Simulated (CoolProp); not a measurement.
A closed Brayton cycle with carbon dioxide: compressor inlet 312.15 K and 7.9 MPa, high pressure 18.3 MPa, turbine inlet 635 K, compressor efficiency 0.85, turbine efficiency 0.85, recuperator effectiveness 0 (on enthalpy, no pinch check). Each further row changes one setting.

Model: reference Helmholtz-energy equation of state, Span 1996, in CoolProp.

| case | thermal efficiency (%) | net work (kJ/kg) | compressor to turbine work | compressor exit (K) | turbine exit (K) |
|---|---|---|---|---|---|
| as stated | 11.8 | 43.7 | 0.43 | 372.5 | 552.1 |
| turbine inlet 585 K | 11.6 | 35.8 | 0.48 | 372.5 | ? |
| compressor inlet 322.15 K | ? | 35.8 | ? | 392.2 | 552.1 |
| high pressure 15.6 MPa | 9.8 | 37.7 | 0.41 | ? | ? |
| recuperator effectiveness 0.5 | 16.4 | 43.7 | 0.43 | 372.5 | 552.1 |

Problem. Some entries are withheld; supply them.

Solution. 
- turbine inlet 585 K, turbine exit (K): 505.0
- compressor inlet 322.15 K, thermal efficiency (%): 10.9
- compressor inlet 322.15 K, compressor to turbine work: 0.54
- high pressure 15.6 MPa, compressor exit (K): 360.8
- high pressure 15.6 MPa, turbine exit (K): 567.7
